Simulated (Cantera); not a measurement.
A perfectly stirred reactor is fed with C2H6 : N2 : H2O = 1 : 53 : 1.2 (molar parts), at 0.987 atm; it is held at 1925 K, and followed from long to short residence time.

Model: GRI-Mech 3.0 (53 species, 325 reactions), integrated in Cantera. GRI-Mech 3.0 stops at C3 and has no aromatics, soot or wall deposition, so with more carbon than oxygen in the feed, carbon stays in small species such as C2H2 where larger ones or solid carbon would form.

Q: Predict: x(C2H6) at τ = 2.20 s; x(CH4) at τ = 2.20 s; x(HCN) at τ = 2.20 s; x(C2H2) at τ = 2.20 s; x(CH3) at τ = 2.20 s; x(C2H6) at τ = 31.0 ms; x(CH4) at τ = 31.0 ms; x(HCN) at τ = 31.0 ms; x(C2H2) at τ = 31.0 ms; x(CH3) at τ = 31.0 ms.

A: 
```json
{
  "x(C2H6) at τ = 2.20 s": "8.41e-8",
  "x(CH4) at τ = 2.20 s": "0.000439",
  "x(HCN) at τ = 2.20 s": "0.000621",
  "x(C2H2) at τ = 2.20 s": "0.00715",
  "x(CH3) at τ = 2.20 s": "3.47e-5",
  "x(C2H6) at τ = 31.0 ms": "5.03e-6",
  "x(CH4) at τ = 31.0 ms": "0.00195",
  "x(HCN) at τ = 31.0 ms": "0.000129",
  "x(C2H2) at τ = 31.0 ms": "0.0126",
  "x(CH3) at τ = 31.0 ms": "0.000229"
}
```
